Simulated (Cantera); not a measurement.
An isothermal, constant-pressure homogeneous reactor starts with 0.641 % CO, 2.08 % O2, 7.04 % H2O, 90.2 % N2, equivalence ratio 0.15, at 1200 K and 10.0 bar.

Detailed kinetics in Cantera: GRI-Mech 3.0 (53 species, 325 reactions).

x: mole fraction; the columns are a selection and need not sum to one.

| t (s) | x CO | x O2 | x H2O | x OH | x H2 |
|---|---|---|---|---|---|
| 5.00e-5 | 0.00641 | 0.0208 | 0.0704 | ___ | 5.64e-10 |
| 0.000148 | 0.00641 | 0.0208 | 0.0704 | ___ | 4.04e-9 |
| 0.000439 | 0.00641 | 0.0208 | 0.0704 | ___ | 4.56e-8 |
| 0.00130 | 0.00635 | 0.0207 | 0.0704 | ___ | 3.44e-6 |
| 0.00385 | 0.00562 | 0.0204 | 0.0704 | ___ | 3.44e-5 |
| 0.0114 | 0.00401 | 0.0196 | 0.0704 | ___ | 4.53e-5 |
| 0.0338 | 0.00189 | 0.0185 | 0.0705 | ___ | 2.46e-5 |
| 0.100 | 0.000493 | 0.0179 | 0.0706 | ___ | 7.37e-6 |
| 0.296 | 4.98e-5 | 0.0176 | 0.0706 | ___ | 9.70e-7 |
| 0.877 | 3.16e-8 | 0.0176 | 0.0706 | 7.20e-7 | 2.79e-9 |
| 2.60 | 2.69e-10 | 0.0176 | 0.0706 | 7.64e-7 | 2.15e-9 |
| 7.70 | 2.69e-10 | 0.0176 | 0.0706 | 7.64e-7 | 2.15e-9 |
| 22.8 | 2.69e-10 | 0.0176 | 0.0706 | 7.64e-7 | 2.15e-9 |
| 67.5 | 2.69e-10 | 0.0176 | 0.0706 | 7.64e-7 | 2.15e-9 |
| 200 | 2.69e-10 | 0.0176 | 0.0706 | 7.64e-7 | 2.15e-9 |

Fill in the missing entries.


- 5.00e-5, x OH: 1.82e-9
- 0.000148, x OH: 4.25e-9
- 0.000439, x OH: 2.36e-8
- 0.00130, x OH: 9.43e-7
- 0.00385, x OH: 1.43e-6
- 0.0114, x OH: 1.23e-6
- 0.0338, x OH: 8.62e-7
- 0.100, x OH: 5.09e-7
- 0.296, x OH: 3.45e-7
